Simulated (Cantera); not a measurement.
Charge: 1 mol Si, 1.5 mol Cl2, 16 mol H2, at 1773 K and 1.10 bar.

Cantera equilibrium calculation (NASA polynomials, part measured and part estimated; ideal gas, pure solids and liquids). Candidate condensed phases: Si; 19 gas species. The tables' values for SiCl3, SiCl are old estimates; treat these amounts as uncertain. Gases not in the tables: Si2H6 and higher silanes. Equilibrium is a limit: real reactors are often held back by kinetics, nucleation or transport.

Base state: H2 0.868, HCl 0.0954, SiCl2 0.0337, SiCl3 0.00206, SiHCl3 0.000457, H 0.000253, SiCl4 0.000215, SiH2Cl2 0.000175 (mole fractions); condensed: Si(l).

Q: What changes in the equilibrium state with this change: Cl2 from 1.5 to 1.9 mol?

A: 
```tsv
species	before	after
H2	0.868	0.841
HCl	0.0954	0.109
SiCl2	0.0337	0.0452
SiCl4	0.000215	0.000385
SiCl3	0.00206	0.00320
SiHCl3	0.000457	0.000698
SiH2Cl2	0.000175	0.000227
Si(l), mol	0.359	0.112
```
